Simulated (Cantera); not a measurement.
A closed system holds: 1 mol Si₃N₄, 0.12 mol H₂O, 7.6 mol H₂, at 1448 K and 13000 Pa.

Equilibrium computed with Cantera from the NASA thermochemical tables; the gas is ideal and each condensed phase is pure. Candidate condensed phases: H₂O, Si, SiO₂, Si₂N₂O, Si₃N₄; 35 gas species. Mutual solubility and eutectic melting of coexisting phases are not modelled. The numbers say what is thermodynamically allowed, not how fast it happens.

Base state: H₂ 0.995, N₂ 0.00515, H 2.55e-5 (mole fractions); condensed: Si₂N₂O(s) + Si₃N₄(s).

What changes in the equilibrium state with this change: pressure from 13000 Pa to 130 Pa?


```csv
species,before,after
H₂,0.995,0.987
N₂,0.00515,0.0126
H,2.55e-5,0.000254
SiO,5.21e-7,0.000180
"Si₂N₂O(s), mol",0.120,0.119
"Si₃N₄(s), mol",0.920,0.891
"Si(s), mol",0,0.0873
```

What changes in the equilibrium state with this change: H₂O from 0.12 to 8 mol?


| species | before | after |
|---|---|---|
| H₂ | 0.995 | 0.773 |
| H₂O | 7.65e-9 | 0.114 |
| N₂ | 0.00515 | 0.114 |
| H | 2.55e-5 | 2.25e-5 |
| Si₂N₂O(s), mol | 0.120 | 0 |
| Si₃N₄(s), mol | 0.920 | 0 |
| SiO₂(β-quartz), mol | 0 | 3.00 |
The tables hold silica as quartz up to 1696 K and as liquid above; real silica turns to tridymite and cristobalite and melts near 1996 K. Gases not in the tables: Si(OH)₄.

What changes in the equilibrium state with this change: pressure from 13000 Pa to 67.0 Pa?


```json
[
 {"species": "H₂", "before": "0.995", "after": "0.975"},
 {"species": "N₂", "before": "0.00515", "after": "0.0245"},
 {"species": "H", "before": "2.55e-5", "after": "0.000352"},
 {"species": "SiO", "before": "5.21e-7", "after": "0.000348"},
 {"species": "Si₂N₂O(s), mol", "before": "0.120", "after": "0.117"},
 {"species": "Si₃N₄(s), mol", "before": "0.920", "after": "0.844"},
 {"species": "Si(s), mol", "before": "0", "after": "0.229"}
]
```
